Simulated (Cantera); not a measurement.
## Premixed flame

A freely propagating, adiabatic, planar premixed flame of H2 : O2 : N2 = 1 : 0.357 : 1.34 (molar parts), equivalence ratio 1.4, unburnt at 350 K and 100.0 Torr; mixture-averaged transport, grid criteria slope 0.08 and curve 0.16, no radiation.

Computed with Cantera and the H2/O2 subset of GRI-Mech 3.0, which has no nitrogen chemistry. Burning velocities carry a grid error of a few per cent, more on coarse grids.

```csv
z (mm),T (K),u (m/s),x H2,x O2,x HO2,x OH,x H,x O
-16.1,350,2.96,0.371,0.132,<1e-8,<1e-8,<1e-8,<1e-8
-10.7,350,2.96,0.371,0.132,<1e-8,<1e-8,<1e-8,<1e-8
-8.03,350,2.96,0.371,0.132,<1e-8,<1e-8,<1e-8,<1e-8
-5.35,350,2.96,0.371,0.132,<1e-8,<1e-8,<1e-8,<1e-8
-2.68,353,2.98,0.370,0.133,3.46e-5,4.38e-6,7.25e-6,5.03e-7
-1.34,579,4.80,0.340,0.128,5.78e-5,0.000679,0.00738,0.000118
0,1051,8.42,0.205,0.0821,1.52e-5,0.00206,0.0666,0.00491
1.34,1330,10.5,0.0985,0.0191,3.25e-6,0.00532,0.106,0.00778
2.68,1439,11.3,0.0891,0.0102,1.57e-6,0.00679,0.102,0.00716
5.35,1562,12.2,0.0942,0.00829,1.10e-6,0.00837,0.0884,0.00664
10.7,1699,13.1,0.100,0.00666,7.80e-7,0.00975,0.0726,0.00567
21.4,1841,14.1,0.105,0.00489,5.23e-7,0.0105,0.0568,0.00433
42.8,1977,15.0,0.109,0.00320,3.38e-7,0.0102,0.0421,0.00290
```
x: mole fraction of selected species; z is measured from the peak of heat release.

```
Quantity                     Value
------------------------  --------
laminar burning velocity  296 cm/s
thermal thickness          5.35 mm
peak x(HO2)               0.000123
peak x(OH)                  0.0105
peak x(H)                    0.107
peak x(O)                  0.00798
```
